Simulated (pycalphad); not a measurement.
Computed with pycalphad from the COST 507 light-alloy database (1999), at 1 atm. The data set is of 1999 and partly superseded. Amounts are mole fractions of atoms. Kinetics are ignored, which matters at the lower temperatures.

### Question
Give the equilibrium state of Hf-2.833C (wt.%) at 2727 °C.

### Answer
fcc, fraction 0.816, with 3.5 C wt.%; liquid, fraction 0.184, with 0.65 C wt.%.

### Question
Give the equilibrium state of Hf-2.833C (wt.%) at 1002 °C.

### Answer
fcc, fraction 0.800, with 3.8 C wt.%; hcp, fraction 0.200, with 0.28 C wt.%.

The fcc model also describes the rock-salt carbide or nitride (TiC, TiN, HfC).
